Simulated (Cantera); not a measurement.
A closed system holds: 1 mol Al(CH₃)₃, 23 mol N₂, 710 mol H₂, at 1625 K and 17.3 Torr.

These are equilibrium values from Cantera (NASA tables, ideal gas, pure condensed phases), not measurements of a reactor. Candidate condensed phases: Al, AlN, C, C₆H₆, C₇H₈, C₈H₁₈; 97 gas species. The feed counts by its element totals alone. The numbers say what is thermodynamically allowed, not how fast it happens.

Question: What is the equilibrium state?

Answer: 
* **x(H₂)**: 0.969
* **x(N₂)**: 0.0303
* **x(H)**: 0.000458
* **x(HCN)**: 0.000408
* **x(C₂H₂ (acetylene))**: 3.44e-5
* **x(CH₄)**: 3.17e-5
* **x(HNC)**: 1.00e-5
* **x(Al)**: 5.15e-6
* **n(AlN(s))**: 0.996 mol
* **n(C(graphite))**: 2.62 mol
* **gas amount**: 737.2 mol
* **log10 activity of Al(l) (absent)**: -2.87
